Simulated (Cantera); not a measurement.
Input (Python, Cantera) and output of one run.

```python
import numpy as np
import cantera as ct

gas_names = """
    C CN CO CO2 C2 CCN CNC C2N2 C2O C3 C3O2 C4 C4N2 C5 Cu CuO Cu2 N NCO NO NO2 NO3 N2 N2O O O2 O3
""".split()
cond_names = """
    C(gr) Cu(cr) Cu(L) CuO(s) Cu2O(s) Cu2O(L)
""".split()


# ... load() reads the species with a 1 bar reference pressure and builds the phases ...
atoms = {
    'Cu2O': {'Cu': 2, 'O': 1},
    'CO': {'C': 1, 'O': 1},
    'N2': {'N': 2},
}
top_T = {'C(gr)': 4500, 'CuO(s)': 1390}  # K; cautious upper limits of use, not melting points


# ... equilibrate(T, P, feed) seeds the gas with the atoms and calls Mixture.equilibrate('TP', solver="vcs", rtol=1e-11, max_steps=5000) ...
results = []
feed = {'Cu2O': 1, 'CO': 16, 'N2': 14}  # mol
P = 13332.2  # Pa
for T in [1825, 1875, 1925, 1975, 2025, 2075, 2125, 2175, 2225, 2275, 2325, 2375]:
    mix = equilibrate(T, P, feed)
    results.append((T, P, feed, dict(zip(mix.species_names, mix.species_moles))))

top = {s: max(r[3][s] / sum(r[3][g] for g in gas_names) for r in results) for s in gas_names}
cols = sorted((s for s in top if top[s] > 0.001), key=lambda s: -top[s])[:8]
seen = [c for c in cond_names if any(r[3].get(c, 0) > 1e-12 for r in results)]
print("log10 of partial pressures in bar; condensed amounts in mol")
print(f"{'T/K':>10s}" + "".join(f"{s[:9]:>10s}" for s in cols + seen))
for T, P, feed, n in results:
    ng = sum(n[g] for g in gas_names)
    print(f"{T:10.4g}" + "".join(f"{np.log10(max(n[s] / ng * P / 1e5, 1e-99)):10.3f}" for s in cols)
          + "".join(f"{n.get(c, 0):10.4g}" for c in seen))
```

It prints:

```
log10 of partial pressures in bar; condensed amounts in mol
       T/K        CO        N2        Cu       CO2     Cu(L)
      1825    -1.178    -1.208    -3.143    -2.355     1.836
      1875    -1.180    -1.210    -2.905    -2.356     1.716
      1925    -1.183    -1.213    -2.681    -2.359      1.52
      1975    -1.187    -1.217    -2.468    -2.364     1.208
      2025    -1.194    -1.224    -2.266    -2.370     0.718
      2075    -1.204    -1.234    -2.084    -2.380         0
      2125    -1.204    -1.234    -2.083    -2.380         0
      2175    -1.204    -1.234    -2.082    -2.381         0
      2225    -1.204    -1.234    -2.081    -2.381         0
      2275    -1.204    -1.234    -2.081    -2.381         0
      2325    -1.204    -1.234    -2.081    -2.382         0
      2375    -1.204    -1.234    -2.080    -2.383         0
```

Cantera equilibrium calculation (NASA polynomials, part measured and part estimated; ideal gas, pure solids and liquids).
